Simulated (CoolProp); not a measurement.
Vapour-liquid equilibrium of carbon dioxide (1) + carbonyl sulfide (2) at 254.1 K; x and y are mole fractions of (1).

The numbers come from the multi-fluid Helmholtz-energy mixture model, Span 1996 and Lemmon 2006; pair parameters Bell 2016 in CoolProp.

| x | bubble pressure, mixture model (bar) | bubble pressure, Raoult's law (bar) | y, mixture model | y, Raoult's law |
|---|---|---|---|---|
| 0.05 | 5.009 | 4.365 | 0.310 | 0.232 |
| 0.2 | 8.669 | 6.877 | 0.633 | 0.590 |
| 0.35 | 11.43 | 9.390 | ___ | 0.756 |
| 0.5 | 13.64 | 11.90 | ___ | 0.852 |
| 0.65 | ___ | 14.42 | 0.869 | 0.914 |
| 0.8 | 17.53 | 16.93 | ___ | 0.958 |
| 0.95 | 19.57 | 19.44 | 0.978 | 0.991 |

**Question.** Fill in the missing entries.

**Answer.** 
- 0.35, y, mixture model: 0.749
- 0.5, y, mixture model: 0.816
- 0.65, bubble pressure, mixture model (bar): 15.60
- 0.8, y, mixture model: 0.920

The largest gap from Raoult's law is +26.1 % in bubble pressure, at x = 0.2. No azeotrope shows between x = 0.05 and 0.95.

Pair parameters are fitted to limited data, so mixtures are less certain than the pure fluids.
